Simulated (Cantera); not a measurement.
**CO + H2O (carbon deposition, reforming and gasification)**

Charge: 1 mol CO, 4.5 mol H2O, at 1.00 bar.

Cantera equilibrium calculation (NASA polynomials, part measured and part estimated; ideal gas, pure solids and liquids). Candidate condensed phases: C, C6H6, C7H8, C8H18, H2O; 110 gas species. Kinetics and transport are ignored.

```tsv
T (K)	x H2O	x CO2	x H2	x CO	x OH	x H
1900	0.708	0.110	0.110	0.0718	0.000139	0.000263
1975	0.710	0.108	0.108	0.0738	0.000282	0.000449
2050	0.711	0.106	0.106	0.0755	0.000541	0.000739
2125	0.712	0.104	0.104	0.0771	0.000992	0.00117
2200	0.712	0.103	0.103	0.0786	0.00174	0.00181
2275	0.711	0.101	0.102	0.0800	0.00295	0.00271
2350	0.709	0.0995	0.101	0.0814	0.00480	0.00396
2425	0.705	0.0974	0.100	0.0830	0.00755	0.00567
2500	0.698	0.0949	0.101	0.0848	0.0115	0.00798
2575	0.687	0.0915	0.102	0.0870	0.0168	0.0111
```
x: gas mole fraction; nothing condenses.

From 1900 K to 2575 K nothing is condensed. The main C-bearing gas is CO2 throughout.
